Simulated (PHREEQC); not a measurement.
0.021 g of hydrous ferric oxide (600 m²/g; 0.2 weak and 0.005 strong sites per Fe, Dzombak-Morel constants, diffuse double layer) in 1 kg of water with 0.005 mol/kgw of an inert sodium salt, at 25 °C; the pH is set by adding NaOH or the inert anion's acid. O2 is buffered at 0.21 atm. The system is closed to CO2. Nothing may precipitate in this run.

The numbers come from PHREEQC with the ion-association model, wateq4f.dat.

Q: Predict surface charge σ (C/m²), surface potential ψ (mV) at pH = 3.67, 4.33, 7.67, 8.33, 9.67.

A: 
```tsv
pH	surface charge σ (C/m²)	surface potential ψ (mV)
3.67	0.221	203
4.33	0.147	183
7.67	0.004	25
8.33	-0.002	-12
9.67	-0.021	-86
```

The oxide is taken as insoluble; below pH 4 it would dissolve.
